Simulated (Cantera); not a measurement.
# Equilibrium for abatement and gas-phase synthesis: CS₂ + H₂O

Feed: 1 mol CS₂, 0.92 mol H₂O, equilibrated at 1.80 mbar.

Method: chemical equilibrium by Gibbs-energy minimisation in Cantera with the NASA 1993 tables (ideal gas, pure condensed phases). Candidate condensed phases: C, C₆H₆, C₇H₈, C₈H₁₈, H₂O, H₂SO₄, S; 123 gas species. Gases not in the tables: S₃ to S₇. Kinetics and transport are ignored.

```tsv
T (°C)	log p H₂S	log p CO	log p S₂	log p H₂	log p COS	log p CS₂	log p CO₂	log p SH
550	-3.14	-3.44	-3.70	-4.43	-3.64	-3.82	-4.08	-7.99
625	-3.20	-3.29	-3.53	-4.10	-3.89	-3.98	-4.41	-7.34
700	-3.27	-3.23	-3.43	-3.82	-4.18	-4.12	-4.86	-6.82
775	-3.38	-3.21	-3.37	-3.62	-4.48	-4.20	-5.38	-6.40
850	-3.52	-3.21	-3.32	-3.48	-4.76	-4.24	-5.89	-6.06
925	-3.68	-3.22	-3.29	-3.39	-5.01	-4.26	-6.37	-5.78
1000	-3.85	-3.22	-3.27	-3.33	-5.23	-4.27	-6.81	-5.56
1075	-4.02	-3.23	-3.26	-3.30	-5.43	-4.28	-7.20	-5.36
1150	-4.18	-3.23	-3.25	-3.28	-5.61	-4.29	-7.55	-5.20
```
log p: log10 of the partial pressure in bar; nothing condenses.

From 550 °C to 1150 °C nothing is condensed. The main C-bearing gas is CO throughout.
